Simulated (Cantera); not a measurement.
A freely propagating, adiabatic, planar premixed flame of CO : H₂ : O₂ : N₂ = 1 : 1.1 : 1.09 : 4.11 (molar parts), equivalence ratio 0.96, unburnt at 373 K and 100.0 Torr; mixture-averaged transport, grid criteria slope 0.08 and curve 0.16, no radiation.

Cantera simulation using GRI-Mech 3.0 (53 species, 325 reactions); the numbers are that mechanism's predictions, not measurements. Burning velocities carry a grid error of a few per cent, more on coarse grids.

Predict: laminar burning velocity; thermal thickness.

laminar burning velocity: 176 cm/s
thermal thickness: 6.63 mm
